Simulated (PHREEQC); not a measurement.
A column of 0.1 m (40 cells, dispersivity 0.008 m, 720 s a shift, diffusion coefficient 3e-10 m²/s) holds 0.017 eq of the database's cation exchanger X per kg of pore water, first in equilibrium with 72 mmol/kgw NaCl, 5.3 mmol/kgw Na2SO4 and 0.01 mmol/kgw HCl. It is flushed with 7.9 mmol/kgw KBr and 0.01 mmol/kgw HCl, at 25 °C. Values are for the last cell. CO2 from the air is kept out. No solid was allowed to form.

Model: ion-association model, phreeqc.dat, run in PHREEQC.

```csv
pore volumes,Br in solution (mol/kgw),K in solution (mol/kgw),S in solution (mol/kgw),Na in solution (mol/kgw),Cl in solution (mol/kgw)
0,0,0,0.00530,0.0826,0.0720
0.4625,0.000250,1.87e-7,0.00513,0.0802,0.0697
0.6875,0.00171,5.21e-6,0.00416,0.0665,0.0565
1.137,0.00553,2.58e-5,0.00159,0.0303,0.0216
1.587,(withheld),3.02e-5,0.000431,0.0139,0.00586
1.812,(withheld),3.38e-5,0.000212,0.0109,0.00289
2.263,0.00783,7.35e-5,4.86e-5,(withheld),0.000670
2.487,0.00787,0.000191,2.29e-5,0.00803,0.000321
2.938,0.00789,0.00250,5.01e-6,(withheld),7.81e-5
3.388,0.00790,0.00612,1.08e-6,0.00180,2.47e-5
3.612,0.00790,0.00691,5.03e-7,0.000994,1.68e-5
4.062,0.00790,0.00759,(withheld),0.000315,1.15e-5
4.513,0.00790,0.00780,2.31e-8,0.000104,1.03e-5
4.737,0.00790,0.00784,1.07e-8,6.02e-5,1.01e-5
5.188,0.00790,0.00788,2.29e-9,2.05e-5,1.00e-5
5.412,0.00790,0.00789,1.06e-9,1.20e-5,1.00e-5
5.862,0.00790,0.00790,2.26e-10,4.18e-6,1.00e-5
6.312,0.00790,0.00790,4.83e-11,1.46e-6,1.00e-5
6.537,0.00790,0.00790,2.23e-11,8.64e-7,1.00e-5
6.987,0.00790,0.00790,4.78e-12,3.03e-7,1.00e-5
```

Task: Some entries are withheld; supply them.

Result: 
- 1.587, Br in solution (mol/kgw): 0.00726
- 1.812, Br in solution (mol/kgw): 0.00758
- 2.263, Na in solution (mol/kgw): 0.00851
- 2.938, Na in solution (mol/kgw): 0.00547
- 4.062, S in solution (mol/kgw): 1.08e-7
